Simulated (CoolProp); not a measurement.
R1234yf at several states: Z from the reference equation and from simpler models built on Tc = 367.8 K, pc = 3.384 MPa, ω = 0.276; each cubic takes its own stable root.

Computed with CoolProp (reference Helmholtz-energy equation of state, Lemmon 2022).

| T (K) | p (MPa) | phase | reference |
|---|---|---|---|
| 393.5 | 0.015 | gas | 0.9988 |
| 144 | 1.97 | liquid | 0.1233 |
| 374 | 0.759 | gas | 0.9216 |
| 404.2 | 0.0124 | gas | 0.9991 |
| 351.4 | 1.13 | gas | 0.8455 |
| 257.7 | 7.57 | liquid | 0.3228 |

Q: How far does each simpler model (van der Waals, Soave-Redlich-Kwong, Peng-Robinson) lie from the reference over these 6 states: mean and median of the absolute difference, and the worst?

A: 
- van der Waals: mean 23.4 %, median 2.4 %, worst +73.2 % at 144 K and 1.97 MPa
- Soave-Redlich-Kwong: mean 4.5 %, median 0.5 %, worst +15.1 % at 144 K and 1.97 MPa
- Peng-Robinson: mean 0.9 %, median 0.7 %, worst +2.7 % at 144 K and 1.97 MPa
